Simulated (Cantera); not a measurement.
Feed: 1 mol C3H8, 0.27 mol H2O, 0.3 mol N2, 0.84 mol NH3, equilibrated at 2352 °C and 1.33 mbar.

Cantera equilibrium calculation (NASA polynomials, part measured and part estimated; ideal gas, pure solids and liquids). Kinetics and transport are ignored.

```json
[
 {"species": "H", "before": "0.606", "after": "0.437"},
 {"species": "N2", "before": "0.0681", "after": "0.367"},
 {"species": "H2", "before": "0.272", "after": "0.142"},
 {"species": "HCN", "before": "0.0130", "after": "0.0217"},
 {"species": "CO", "before": "0.0287", "after": "0.0183"},
 {"species": "C2N2", "before": "1.08e-5", "after": "5.82e-5"},
 {"species": "CN", "before": "0.00198", "after": "0.00459"},
 {"species": "N", "before": "6.29e-6", "after": "1.46e-5"},
 {"species": "C4H2", "before": "3.59e-5", "after": "1.87e-5"},
 {"species": "C2H2 (acetylene)", "before": "0.00485", "after": "0.00253"},
 {"species": "HNC", "before": "0.00174", "after": "0.00292"},
 {"species": "C(graphite), mol", "before": "2.38", "after": "2.08"}
]
```
Gas species are given as mole fractions.

### Question
Which change was made?
(A) temperature from 2352 °C to 2450 °C
(B) temperature from 2352 °C to 1427 °C
(C) temperature from 2352 °C to 2600 °C
(D) N2 from 0.3 to 5.2 mol

### Answer
D, N2 from 0.3 to 5.2 mol
